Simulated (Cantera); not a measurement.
A closed system holds: 1 mol SiC, 0.026 mol Si, 1.5 mol H2, held at 8300 Pa.

Cantera equilibrium calculation (NASA polynomials, part measured and part estimated; ideal gas, pure solids and liquids). Candidate condensed phases: C, C6H6, C7H8, C8H18, Si, SiC; 87 gas species. Mutual solubility and eutectic melting of coexisting phases are not modelled. Gases not in the tables: Si2H6 and higher silanes. Kinetics and transport are ignored.

**Question.** Which condensed phases are stable at each of these points (T (K)): 1498, 1698, 1898, 2098, 2298, 2498, 2698, 2898?

**Answer.** 
| T (K) | condensed phases | Si condensed (%) |
|---|---|---|
| 1498 | Si(s) + SiC(s) | 100.0 |
| 1698 | Si(l) + SiC(s) | 100.0 |
| 1898 | Si(l) + SiC(s) | 100.0 |
| 2098 | Si(l) + SiC(s) | 99.7 |
| 2298 | Si(l) + SiC(s) | 97.7 |
| 2498 | SiC(s) | 95.1 |
| 2698 | C(graphite) + SiC(s) | 69.1 |
| 2898 | C(graphite) | 0.0 |

At 1498 K the condensed part is Si(s) + SiC(s). From 1698 K to 2298 K the condensed part is Si(l) + SiC(s). At 2498 K the condensed part is SiC(s). At 2698 K the condensed part is C(graphite) + SiC(s). At 2898 K the condensed part is C(graphite).
